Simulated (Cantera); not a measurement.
A closed system holds: 1 mol Fe2O3, 0.71 mol CH4, 1.7 mol N2, at 0.0240 bar.

Method: chemical equilibrium by Gibbs-energy minimisation in Cantera with the NASA 1993 tables (ideal gas, pure condensed phases). Candidate condensed phases: C, C6H6, C7H8, C8H18, Fe, Fe(CO)5, FeO, Fe(OH)2, Fe(OH)3, Fe2O3, Fe3O4, H2O; 140 gas species. Mutual solubility and eutectic melting of coexisting phases are not modelled. The tables' stoichiometric FeO is somewhat more stable than real wüstite, so its field is too wide. FeO: taken at fixed stoichiometry. The numbers say what is thermodynamically allowed, not how fast it happens. All values below are at 1350 K.

Base state: N2 0.444, H2 0.274, CO 0.157, H2O 0.0965, CO2 0.0282 (mole fractions); condensed: Fe(γ) + FeO(s).

Task: What changes in the equilibrium state with this change: Fe2O3 replaced by Cu2O?

Result: 
```json
[
 {"species": "N2", "before": "0.444", "after": "0.444"},
 {"species": "H2", "before": "0.274", "after": "0.311"},
 {"species": "CO", "before": "0.157", "after": "0.169"},
 {"species": "H2O", "before": "0.0965", "after": "0.0593"},
 {"species": "CO2", "before": "0.0282", "after": "0.0164"},
 {"species": "Cu", "before": "0", "after": "2.04e-5"},
 {"species": "Fe(γ), mol", "before": "0.187", "after": "0"},
 {"species": "FeO(s), mol", "before": "1.81", "after": "0"},
 {"species": "Cu(s), mol", "before": "0", "after": "2.00"}
]
```
Further candidate phases: Cu, CuO, Cu(OH)2, Cu2O.

Task: What changes in the equilibrium state with this change: CH4 from 0.71 to 4.3 mol?

Result: 
```csv
species,before,after
H2,0.274,0.646
CO,0.157,0.226
N2,0.444,0.128
H2O,0.0965,2.01e-5
CO2,0.0282,3.56e-6
CH4,<1e-9,5.78e-5
HCN,6.98e-9,9.36e-5
H,8.06e-6,1.24e-5
"Fe(γ), mol",0.187,2.00
"FeO(s), mol",1.81,0
"C(graphite), mol",0,1.30
```
Condensed phases not in the tables: cementite and carbon dissolved in iron.
